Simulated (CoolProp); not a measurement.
Aqueous potassium carbonate as a coolant, 19 % by mass, freezing at -8.1 °C, 1 atm.

Computed with CoolProp (Melinder's fits for secondary coolants).

```json
[
 {"T (°C)": "-4.7", "viscosity (mPa s)": "3.11", "density (kg/m³)": "…", "conductivity (W/(m K))": "0.540", "Prandtl number": "19.1"},
 {"T (°C)": "-0.3", "viscosity (mPa s)": "2.73", "density (kg/m³)": "1188", "conductivity (W/(m K))": "0.546", "Prandtl number": "16.5"},
 {"T (°C)": "4", "viscosity (mPa s)": "2.42", "density (kg/m³)": "1186", "conductivity (W/(m K))": "0.553", "Prandtl number": "14.5"},
 {"T (°C)": "8.3", "viscosity (mPa s)": "2.16", "density (kg/m³)": "1185", "conductivity (W/(m K))": "0.560", "Prandtl number": "12.9"},
 {"T (°C)": "12.7", "viscosity (mPa s)": "1.95", "density (kg/m³)": "1183", "conductivity (W/(m K))": "0.567", "Prandtl number": "11.4"},
 {"T (°C)": "17", "viscosity (mPa s)": "1.77", "density (kg/m³)": "1181", "conductivity (W/(m K))": "0.575", "Prandtl number": "10.3"},
 {"T (°C)": "21.4", "viscosity (mPa s)": "1.61", "density (kg/m³)": "1179", "conductivity (W/(m K))": "0.582", "Prandtl number": "…"},
 {"T (°C)": "25.7", "viscosity (mPa s)": "1.48", "density (kg/m³)": "1177", "conductivity (W/(m K))": "0.589", "Prandtl number": "…"},
 {"T (°C)": "30.1", "viscosity (mPa s)": "1.36", "density (kg/m³)": "1175", "conductivity (W/(m K))": "0.597", "Prandtl number": "7.64"}
]
```

Question: Fill in the missing entries.

Answer: 
- -4.7, density (kg/m³): 1189
- 21.4, Prandtl number: 9.27
- 25.7, Prandtl number: 8.41
